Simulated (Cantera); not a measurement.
An isothermal, constant-pressure homogeneous reactor starts with 73.0 % CH₄, 27.0 % H₂O, at 1700 K and 13300 Pa.

Model: GRI-Mech 3.0 (53 species, 325 reactions), integrated in Cantera. GRI-Mech 3.0 stops at C3 and has no aromatics, soot or wall deposition, so with more carbon than oxygen in the feed, carbon stays in small species such as C2H2 where larger ones or solid carbon would form.

x: mole fraction; the columns are a selection and need not sum to one.

```csv
t (s),x CH₄,x H₂O,x HCO,x CH₂O,x H
0.000700,0.719,0.269,5.40e-9,5.72e-6,6.29e-6
0.00203,0.666,0.263,3.05e-8,1.77e-5,2.89e-5
0.00587,0.500,0.238,2.55e-8,1.13e-5,8.18e-5
0.0170,0.308,0.204,1.38e-8,4.78e-6,0.000140
0.0492,?,?,?,?,?
0.142,?,?,?,?,?
0.412,0.0265,0.116,2.95e-9,2.78e-7,0.000324
1.19,0.0175,0.0676,3.43e-9,1.04e-7,0.000338
3.45,0.0101,0.0215,4.40e-9,2.18e-8,0.000346
10.0,0.00455,0.00153,4.99e-9,6.15e-9,0.000351
```

Problem. Fill in the missing entries.

Solution. 
- 0.0492, x CH₄: 0.152
- 0.0492, x H₂O: 0.175
- 0.0492, x HCO: 7.57e-9
- 0.0492, x CH₂O: 1.95e-6
- 0.0492, x H: 0.000205
- 0.142, x CH₄: 0.0594
- 0.142, x H₂O: 0.150
- 0.142, x HCO: 4.07e-9
- 0.142, x CH₂O: 7.29e-7
- 0.142, x H: 0.000275
